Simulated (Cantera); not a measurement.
A Cantera script and what it prints.

```python
import numpy as np
import cantera as ct

gas_names = [...]  # 118 gases of nasa_gas.yaml made of C, Cl, F, H
cond_names = """
    C(gr) C6H6(L) C7H8(L) C8H18(L),n-octa
""".split()


# ... load() reads the species with a 1 bar reference pressure and builds the phases ...
atoms = {
    'CCl4': {'C': 1, 'CL': 4},
    'F2': {'F': 2},
    'H2': {'H': 2},
}
top_T = {'C(gr)': 4500}  # K; cautious upper limits of use, not melting points


# ... equilibrate(T, P, feed) seeds the gas with the atoms and calls Mixture.equilibrate('TP', solver="vcs", rtol=1e-11, max_steps=5000) ...
results = []
feed = {'CCl4': 1, 'F2': 2.6, 'H2': 8.7}  # mol
T = 2173.15  # K
for P in [1, 6.8, 46, 320, 2200, 15000, 100000]:
    mix = equilibrate(T, P, feed)
    results.append((T, P, feed, dict(zip(mix.species_names, mix.species_moles))))
    x = sorted(zip(gas.X, gas.species_names), reverse=True)
    print(f"T = {T:g} K  P = {P:g} Pa  gas = {mix.phase_moles(0):.4g} mol")
    print("   x: " + "  ".join(f"{s} {v:.3e}" for v, s in x if v > 1e-06))
    print("   condensed (mol): " + ("  ".join(f"{mix.phase(i).name} {mix.phase_moles(i):.4g}"
          for i in range(1, mix.n_phases) if mix.phase_moles(i) > 1e-12) or "none"))
```

It prints:

```
T = 2173.15 K  P = 1 Pa  gas = 19.06 mol
   x: H 4.355e-01  HF 2.717e-01  CL 1.671e-01  H2 8.131e-02  HCL 4.276e-02  F 1.143e-03  C2H2,acetylene 1.796e-04  C3 1.393e-04  C 9.417e-05  C2H 3.089e-05  C2 1.211e-05  CF 1.161e-05
   condensed (mol): C(gr) 0.9815
T = 2173.15 K  P = 6.8 Pa  gas = 16.36 mol
   x: HF 3.175e-01  H 2.521e-01  H2 1.852e-01  HCL 1.227e-01  CL 1.218e-01  C2H2,acetylene 4.091e-04  F 3.394e-04  C3 2.048e-05  C2H 1.788e-05  C 1.385e-05  CF 3.448e-06  C2 1.780e-06  C2HCL 1.686e-06
   condensed (mol): C(gr) 0.9846
T = 2173.15 K  P = 46 Pa  gas = 14.62 mol
   x: HF 3.554e-01  H2 2.563e-01  HCL 2.065e-01  H 1.140e-01  CL 6.702e-02  C2H2,acetylene 5.662e-04  F 1.242e-04  C2H 8.087e-06  C3 3.028e-06  C2HCL 2.839e-06  C 2.047e-06  CF 1.261e-06  CL2 1.120e-06
   condensed (mol): C(gr) 0.9829
T = 2173.15 K  P = 320 Pa  gas = 13.83 mol
   x: HF 3.761e-01  H2 2.881e-01  HCL 2.592e-01  H 4.583e-02  CL 3.009e-02  C2H2,acetylene 6.363e-04  F 4.699e-05  C2HCL 3.564e-06  C2H 3.250e-06  CL2 1.571e-06
   condensed (mol): C(gr) 0.9821
T = 2173.15 K  P = 2200 Pa  gas = 13.5 mol
   x: HF 3.851e-01  H2 3.002e-01  HCL 2.839e-01  H 1.784e-02  CL 1.231e-02  C2H2,acetylene 6.630e-04  F 1.798e-05  C2HCL 3.904e-06  CL2 1.808e-06  C2H 1.265e-06
   condensed (mol): C(gr) 0.9819
T = 2173.15 K  P = 15000 Pa  gas = 13.38 mol
   x: HF 3.887e-01  H2 3.048e-01  HCL 2.941e-01  H 6.884e-03  CL 4.849e-03  C2H2,acetylene 6.731e-04  F 6.897e-06  C2HCL 4.044e-06  CH4 3.884e-06  CL2 1.912e-06  CH3 1.689e-06
   condensed (mol): C(gr) 0.9817
T = 2173.15 K  P = 100000 Pa  gas = 13.33 mol
   x: HF 3.901e-01  H2 3.065e-01  HCL 2.982e-01  H 2.674e-03  CL 1.898e-03  C2H2,acetylene 6.768e-04  CH4 2.618e-05  CH3 4.397e-06  C2HCL 4.100e-06  F 2.673e-06  CL2 1.954e-06  H2F2 1.066e-06
   condensed (mol): C(gr) 0.9814
```

Method: chemical equilibrium by Gibbs-energy minimisation in Cantera with the NASA 1993 tables (ideal gas, pure condensed phases).
